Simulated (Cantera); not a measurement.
Feed: 1 mol CuO, 75 mol H₂, 0.044 mol H₂O, equilibrated at 1325 K and 0.133 bar.

These are equilibrium values from Cantera (NASA tables, ideal gas, pure condensed phases), not measurements of a reactor. Candidate condensed phases: Cu, CuO, Cu(OH)₂, Cu₂O, H₂O; 12 gas species. Equilibrium is a limit: real reactors are often held back by kinetics, nucleation or transport.

Base state: H₂ 0.986, H₂O 0.0139 (mole fractions); condensed: Cu(s).

### Question
What changes in the equilibrium state with this change: CuO replaced by Cr₂O₃?

### Answer
| species | before | after |
|---|---|---|
| H₂ | 0.986 | 0.999 |
| H₂O | 0.0139 | 0.000586 |
| Cu(s), mol | 1.000 | 0 |
| Cr₂O₃(s), mol | 0 | 1.000 |
Further candidate phases: Cr, Cr₂O₃.
